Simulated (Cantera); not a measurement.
An adiabatic, constant-pressure homogeneous reactor starts with 21.0 % CO, 2.94 % H2, 2.52 % CH4, 15.4 % O2, 58.1 % N2, at 1175 K and 9.87 atm.

Detailed kinetics in Cantera: GRI-Mech 3.0 (53 species, 325 reactions).

Question: Predict: time of steepest temperature rise; temperature at 1.00 s; equilibrium temperature; x(CO) at 1.00 s; x(H2) at 1.00 s; x(HCN) at 1.00 s; x(HO2) at 1.00 s; x(NO) at 1.00 s; x(CO2) at 1.00 s.

Answer: 
```
Property                                                             Value
---------------------------------  ---------------------------------------
time of steepest temperature rise                                 0.173 ms
temperature at 1.00 s                                               2822 K
equilibrium temperature                                             2822 K
x(CO) at 1.00 s                      0.0757 (gas-phase equilibrium 0.0757)
x(H2) at 1.00 s                    0.00460 (gas-phase equilibrium 0.00460)
x(HCN) at 1.00 s                   5.06e-9 (gas-phase equilibrium 5.06e-9)
x(HO2) at 1.00 s                   6.68e-6 (gas-phase equilibrium 6.68e-6)
x(NO) at 1.00 s                    0.00928 (gas-phase equilibrium 0.00928)
x(CO2) at 1.00 s                       0.179 (gas-phase equilibrium 0.179)
```
